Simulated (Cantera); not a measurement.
Charge: 1 mol FeS2, 4.4 mol O2, held at 1377 °C and 1 atm.

Method: chemical equilibrium by Gibbs-energy minimisation in Cantera with the NASA 1993 tables (ideal gas, pure condensed phases). Candidate condensed phases: Fe, FeO, FeS, FeSO4, FeS2, Fe2O3, Fe2(SO4)3, Fe3O4, S; 12 gas species. Equilibrium is a limit: real reactors are often held back by kinetics, nucleation or transport.

Base state: SO2 0.543, O2 0.450, SO3 0.00685, O 1.73e-5 (mole fractions); condensed: Fe2O3(s).

Question: What changes in the equilibrium state with this change: temperature from 1377 °C to 525 °C?

Answer: 
```
species             before   after
-----------------  -------  ------
O2                   0.450   0.569
SO3                0.00685   0.416
SO2                  0.543  0.0154
O                  1.73e-5   <1e-9
Fe2O3(s), mol        0.500       0
Fe2(SO4)3(s), mol        0   0.500
```

Question: What changes in the equilibrium state with this change: temperature from 1377 °C to 702 °C?

Answer: 
| species | before | after |
|---|---|---|
| O2 | 0.450 | 0.596 |
| SO3 | 0.00685 | 0.265 |
| SO2 | 0.543 | 0.140 |
| O | 1.73e-5 | <1e-9 |
| Fe2O3(s), mol | 0.500 | 0 |
| Fe2(SO4)3(s), mol | 0 | 0.500 |
